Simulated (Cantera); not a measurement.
A freely propagating, adiabatic, planar premixed flame of 6.78 % CH₄, 4.95 % C₂H₆, 22.0 % O₂, 66.2 % N₂, equivalence ratio 1.4, unburnt at 550 K and 2.80 bar; multicomponent+Soret transport, grid criteria slope 0.08 and curve 0.16, no radiation.

Detailed kinetics in Cantera: GRI-Mech 3.0 (53 species, 325 reactions). Burning velocities carry a grid error of a few per cent, more on coarse grids.

**Question.** Predict: laminar burning velocity; thermal thickness; peak x(HO₂); peak x(CH₃).

**Answer.** 
```json
{
 "laminar_burning_velocity": "86.9 cm/s",
 "thermal_thickness": "0.140 mm",
 "peak x(HO₂)": "0.000423",
 "peak x(CH₃)": "0.00461"
}
```
